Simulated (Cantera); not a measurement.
A freely propagating, adiabatic, planar premixed flame of H2 : O2 : N2 : H2O = 1 : 0.543 : 2.04 : 0.27 (molar parts), equivalence ratio 0.92, unburnt at 550 K and 1.01 bar; mixture-averaged transport, grid criteria slope 0.08 and curve 0.16, no radiation.

Model: the H2/O2 subset of GRI-Mech 3.0, which has no nitrogen chemistry, integrated in Cantera. Burning velocities carry a grid error of a few per cent, more on coarse grids.

### Question
How do the results move with these cheaper or finer settings: unity-Lewis-number transport; multicomponent transport; multicomponent+Soret transport; grid criteria slope 0.5, curve 1; grid criteria slope 0.25, curve 0.5; grid criteria slope 0.03, curve 0.06?

### Answer
```csv
setting,laminar burning velocity,thermal thickness,peak x(H),peak x(OH),grid points
as above,511 cm/s,0.413 mm,0.0370,0.0155,113
unity-Lewis-number transport,359 cm/s,0.325 mm,0.0444,0.0158,103
multicomponent transport,505 cm/s,0.412 mm,0.0370,0.0155,113
multicomponent+Soret transport,474 cm/s,0.406 mm,0.0354,0.0154,113
"grid criteria slope 0.5, curve 1",617 cm/s,0.534 mm,0.0394,0.0159,35
"grid criteria slope 0.25, curve 0.5",538 cm/s,0.450 mm,0.0379,0.0157,55
"grid criteria slope 0.03, curve 0.06",504 cm/s,0.405 mm,0.0368,0.0155,239
```
Unity Lewis numbers drop preferential diffusion, which matters most where H2 and H carry the flame; Soret adds thermal diffusion.
